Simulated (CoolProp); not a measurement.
A closed Brayton cycle with carbon dioxide: compressor inlet 314.15 K and 7.8 MPa, high pressure 23.6 MPa, turbine inlet 920 K, compressor efficiency 0.85, turbine efficiency 0.93, recuperator effectiveness 0.95 (on enthalpy, no pinch check). Each further row changes one setting.

Model: reference Helmholtz-energy equation of state, Span 1996, in CoolProp.

| case | thermal efficiency (%) | net work (kJ/kg) | compressor to turbine work | compressor exit (K) | turbine exit (K) |
|---|---|---|---|---|---|
| as stated | 41.8 | 117 | 0.30 | 399.5 | 774.9 |
| turbine inlet 870 K | 40.1 | 107 | (withheld) | 399.5 | 730.0 |
| compressor inlet 324.15 K | 40.7 | 108 | 0.36 | 419.7 | 774.9 |
| high pressure 20.1 MPa | 41.0 | 103 | 0.29 | (withheld) | (withheld) |
| recuperator effectiveness 0.5 | 24.6 | 117 | 0.30 | 399.5 | 774.9 |

Task: What belongs in the gaps?

Result: 
- turbine inlet 870 K, compressor to turbine work: 0.32
- high pressure 20.1 MPa, compressor exit (K): 386.8
- high pressure 20.1 MPa, turbine exit (K): 795.2
